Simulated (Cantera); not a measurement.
A closed system holds: 1 mol Nb2O5, 35 mol H2, equilibrated at 1948.15 K and 11.0 Pa.

These are equilibrium values from Cantera (NASA tables, ideal gas, pure condensed phases), not measurements of a reactor. Candidate condensed phases: H2O, Nb, NbO, NbO2, Nb2O5; 12 gas species. Condensed phases not in the tables: the oxides between NbO2 and Nb2O5. Kinetics and transport are ignored.

Base state: H2 0.857, H 0.0999, H2O 0.0266, NbO2 0.0159, OH 0.000280, NbO 0.000184, O 2.42e-5 (mole fractions); condensed: NbO2(s).

**Question.** What changes in the equilibrium state with this change: Nb2O5 replaced by ZrO2?

**Answer.** 
| species | before | after |
|---|---|---|
| H2 | 0.857 | 0.898 |
| H | 0.0999 | 0.102 |
| ZrO | 0 | 1.04e-5 |
| H2O | 0.0266 | 1.03e-5 |
| NbO2 | 0.0159 | 0 |
| NbO | 0.000184 | 0 |
| O | 2.42e-5 | 8.94e-9 |
| NbO2(s), mol | 1.40 | 0 |
| ZrO2(tetragonal), mol | 0 | 1.000 |
Further candidate phases: Zr, ZrO2.
